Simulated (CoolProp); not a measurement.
n-undecane along the isobar 577 kPa: Z from the reference equation and from simpler models built on Tc = 365.7 °C, pc = 1990 kPa, ω = 0.539; each cubic takes its own stable root.

Computed with CoolProp (reference Helmholtz-energy equation of state, Aleksandrov 2011). It is a short technical equation, of lower accuracy than the large ones.

| T (°C) | phase | reference |
|---|---|---|
| 53.45 | liquid | 0.04643 |
| 70.95 | liquid | 0.04491 |
| 88.35 | liquid | 0.04357 |
| 105.85 | liquid | 0.04239 |
| 123.35 | liquid | 0.04136 |
| 140.85 | liquid | 0.04047 |
| 158.35 | liquid | 0.03971 |
| 175.75 | liquid | 0.03908 |
| 193.25 | liquid | 0.03858 |
| 210.75 | liquid | 0.03821 |
| 228.25 | liquid | 0.03798 |
| 245.65 | liquid | 0.03791 |

Task: How far does each simpler model (van der Waals, Redlich-Kwong, Soave-Redlich-Kwong, Peng-Robinson) lie from the reference over these 12 states: mean and median of the absolute difference, and the worst?

Result: 
- van der Waals: mean 575.2 %, median 85.4 %, worst +2100.7 % at 245.65 °C and 577 kPa
- Redlich-Kwong: mean 27.4 %, median 26.6 %, worst +31.7 % at 245.65 °C and 577 kPa
- Soave-Redlich-Kwong: mean 18.3 %, median 18.1 %, worst +20.0 % at 53.45 °C and 577 kPa
- Peng-Robinson: mean 4.8 %, median 4.5 %, worst +6.8 % at 53.45 °C and 577 kPa

At some of these states van der Waals gives the other phase, because its saturation line lies elsewhere.
